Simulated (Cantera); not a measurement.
**Silicon carbide growth: SiH4 + CH4 + H2**

Charge: 1 mol SiH4, 0.13 mol CH4, 980 mol H2, held at 10.0 mbar.

These are equilibrium values from Cantera (NASA tables, ideal gas, pure condensed phases), not measurements of a reactor. Candidate condensed phases: C, C6H6, C7H8, C8H18, Si, SiC; 87 gas species. Gases not in the tables: Si2H6 and higher silanes. Kinetics and transport are ignored.

From 1898 K to 1948 K the condensed part is SiC(s). From 1998 K to 2398 K nothing is condensed. The main Si-bearing gas is Si throughout.

```tsv
T (K)	log p H2	log p H	log p Si	log p SiH	log p C2H2 (acetylene)	log p SiH2	n SiC(s)
1898	-2.00	-4.11	-5.12	-6.18	-7.88	-6.45	0.114
1948	-2.01	-3.95	-5.10	-6.22	-7.03	-6.58	0.0928
1998	-2.01	-3.80	-5.06	-6.23	-6.30	-6.67	0
2048	-2.01	-3.65	-5.04	-6.27	-6.25	-6.79	0
2098	-2.01	-3.52	-5.04	-6.31	-6.23	-6.91	0
2148	-2.02	-3.39	-5.03	-6.35	-6.22	-7.03	0
2198	-2.02	-3.27	-5.03	-6.39	-6.22	-7.14	0
2248	-2.03	-3.15	-5.03	-6.44	-6.22	-7.26	0
2298	-2.04	-3.04	-5.03	-6.49	-6.22	-7.37	0
2348	-2.05	-2.94	-5.03	-6.53	-6.23	-7.48	0
2398	-2.07	-2.84	-5.04	-6.58	-6.23	-7.60	0
```
log p: log10 of the partial pressure in bar; n: condensed amount in mol.
